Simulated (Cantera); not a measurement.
Charge: 1 mol Fe, 0.048 mol H₂S, 140 mol N₂, 3.7 mol CO, at 527 °C and 10.0 mbar.

Method: chemical equilibrium by Gibbs-energy minimisation in Cantera with the NASA 1993 tables (ideal gas, pure condensed phases). Candidate condensed phases: C, C₆H₆, C₇H₈, C₈H₁₈, Fe, Fe(CO)₅, FeO, Fe(OH)₂, Fe(OH)₃, FeS, FeSO₄, FeS₂, Fe₂O₃, Fe₂(SO₄)₃, Fe₃O₄, H₂O, H₂SO₄, S; 154 gas species. FeS: taken at fixed stoichiometry. Condensed phases not in the tables: cementite and carbon dissolved in iron. The numbers say what is thermodynamically allowed, not how fast it happens.

What is the equilibrium state?


| Item | Result |
|---|---|
| x(N₂) | 0.975 |
| x(CO) | 0.0246 |
| x(CO₂) | 0.000596 |
| x(H₂) | 0.000332 |
| x(H₂O) | 1.91e-6 |
| n(C(graphite)) | 0.0859 mol |
| n(Fe(α)) | 0.952 mol |
| n(FeS(s)) | 0.0480 mol |
| gas amount | 143.7 mol |
| log10 activity of S(l) (absent) | -6.79 |
| log10 activity of Fe(OH)₂(s) (absent) | -13.14 |
| log10 activity of Fe(OH)₃(s) (absent) | -22.65 |
